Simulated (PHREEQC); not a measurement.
Make-up at 54 °C: 0.0011 mol NaNO3 per kg of water. Closed to the air; pH follows from the charge balance.

Computed with PHREEQC (ion-association model, wateq4f.dat).

Each row changes one thing in this solution. Precipitation was switched off in this run.

| case | pH | ionic strength (mol/kgw) |
|---|---|---|
| as made | 6.59 | 0.00110 |
| NaNO3 from 0.0011 to 0.00055 mol/kgw | 6.59 | 0.000550 |
| NaNO3 replaced by Na2SiO3 at the same molality | 10.24 | 0.00221 |
| temperature from 54 to 55 °C | 6.58 | 0.00110 |
| NaNO3 from 0.0011 to 0.011 mol/kgw | 6.58 | 0.0110 |
| diluted 2-fold with water | 6.59 | 0.000550 |
| NaNO3 from 0.0011 to 0.0022 mol/kgw | 6.59 | 0.00220 |

Complexes and solids missing from the database can't appear. Constants without temperature data keep their 25 °C values here.
